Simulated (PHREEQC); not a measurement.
A made-up water analysis in mmol/kgw, 25 °C, pH 6.44, pe 9.3: Na 128; K 5.55; Ca 0.22; Mg 5.81; Cl 138; S(6) 5.46; Alkalinity (meq/kgw) 0.111; Cu(2) 0.38.

Valence states are taken as typed.

Computed with PHREEQC (ion-association model, wateq4f.dat).

The ionic strength comes out as 0.155 mol/kgw. What activity coefficients do NaSO4-, Mg+2, CuHCO3+, K+, KSO4- get?

NaSO4- 0.76, Mg+2 0.36, CuHCO3+ 0.76, K+ 0.73, KSO4- 0.76.

This is a speciation only: nothing precipitates in the calculation. Saturation is exceeded, for instance for Atacamite, Brochantite; the values hold only as long as no solid forms.
